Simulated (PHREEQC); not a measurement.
Geothermal or formation water: an equilibrium model

A made-up water analysis in mg/kgw, 50 °C, pH 8.08, pe 9.9: Na 2430; K 0.201; Ca 3.24; Mg 605; Cl 4080; S(6) as SO4 2070; Alkalinity as HCO3 47.5; Si as SiO2 90.1.

Valence states are taken as typed.

Model: ion-association model, phreeqc.dat, run in PHREEQC.

Each row changes one thing in this solution. No solid was allowed to form.

```csv
case,ionic strength (mol/kgw),Mg+2 (mol/kgw),SO4-2 (mol/kgw),MgSO4 (mol/kgw),NaSO4- (mol/kgw),H4SiO4 (mol/kgw),SI of SiO2(a) (SiO2)
as made,0.168,0.0168,0.0115,0.00799,0.00205,0.00142,-0.30
S(6) from 2070 to 6210 mg/kgw,0.217,0.00993,0.0430,…,0.00667,0.00142,-0.30
Ca from 3.24 to 1.62 mg/kgw,0.167,0.0168,0.0115,0.00800,0.00205,0.00142,-0.30
pH from 8.08 to 7.58 at the same alkalinity,0.168,0.0168,0.0115,0.00800,0.00205,…,-0.29
pH from 8.08 to 8.58 at the same alkalinity,0.167,0.0168,0.0115,…,0.00205,…,-0.35
```

Task: What belongs in the gaps?

Result: 
- S(6) from 2070 to 6210 mg/kgw, MgSO4 (mol/kgw): 0.0149
- pH from 8.08 to 7.58 at the same alkalinity, H4SiO4 (mol/kgw): 0.00147
- pH from 8.08 to 8.58 at the same alkalinity, MgSO4 (mol/kgw): 0.00798
- pH from 8.08 to 8.58 at the same alkalinity, H4SiO4 (mol/kgw): 0.00128

Some of these states are supersaturated (in Quartz (slow to form), Chalcedony (slow to form), for instance). Away from 25 °C the constants follow the database's enthalpies or fits; those with neither stay at their 25 °C values.
